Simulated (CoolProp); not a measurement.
Vapour-liquid equilibrium of hydrogen sulfide (1) + isobutane (2) at 0.879 MPa; x and y are mole fractions of (1).

Model: multi-fluid Helmholtz-energy mixture model, Lemmon 2006 and Bücker 2006; pair parameters Kunz 2012, in CoolProp.

| x | bubble temperature, mixture model (°C) | bubble temperature, Raoult's law (°C) | y, mixture model | y, Raoult's law |
|---|---|---|---|---|
| 0.05 | 50.9 | 52.5 | 0.209 | 0.213 |
| 0.2 | 28.0 | 34.8 | 0.606 | 0.579 |
| 0.35 | 14.6 | 22.7 | 0.769 | 0.758 |
| 0.5 | 7.1 | 13.6 | 0.845 | 0.859 |
| 0.65 | 2.4 | 6.6 | 0.891 | 0.922 |
| 0.8 | -1.1 | 0.8 | 0.931 | 0.963 |
| 0.95 | -4.3 | -3.9 | 0.979 | 0.992 |

The largest gap from Raoult's law is -8.1 K in bubble temperature, at x = 0.35. No azeotrope shows between x = 0.05 and 0.95.

The pair parameters rest on a limited set of measurements; away from them the model extrapolates.
